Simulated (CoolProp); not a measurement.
The numbers come from the reference Helmholtz-energy equation of state, Smukala 2000 in CoolProp.

Q: Give the vapour pressure (MPa), liquid density (kg/m³), enthalpy of vaporisation (kJ/kg), liquid cp (kJ/(kg K)) of saturated ethylene at 155.2, 223.4 K.

A: 
```tsv
T (K)	p (MPa)	liquid density (kg/m³)	enthalpy of vaporisation (kJ/kg)	liquid cp (kJ/(kg K))
155.2	0.0403	588	502	2.40
223.4	1.07	480	383	2.74
```
